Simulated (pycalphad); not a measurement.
**Effect of Y content in Si-Y**

All values are pycalphad results on the COST 507 light-alloy database (1999) (1 atm), not direct measurements. These are 1990s assessments: newer ones move some temperatures and phases. Amounts are mole fractions of atoms.

| alloy | liquidus (K) | first solid | solidus (K) | phases at 875 K |
|---|---|---|---|---|
| Si-0.6931Y (wt.%) | 1686 | diamond (Si) | 1485 | diamond (Si) 0.99, SI2Y_R 0.01 |
| Si-2.091Y (wt.%) | 1683 | diamond (Si) | 1485 | diamond (Si) 0.98, SI2Y_R 0.02 |
| Si-2.795Y (wt.%) | 1682 | diamond (Si) | 1485 | diamond (Si) 0.97, SI2Y_R 0.03 |
| Si-5.484Y (wt.%) | 1674 | diamond (Si) | 1485 | diamond (Si) 0.95, SI2Y_R 0.05 |

Database names, with the compositions (at.%) that they take in these runs: SI2Y_R: Si 67 Y 33.
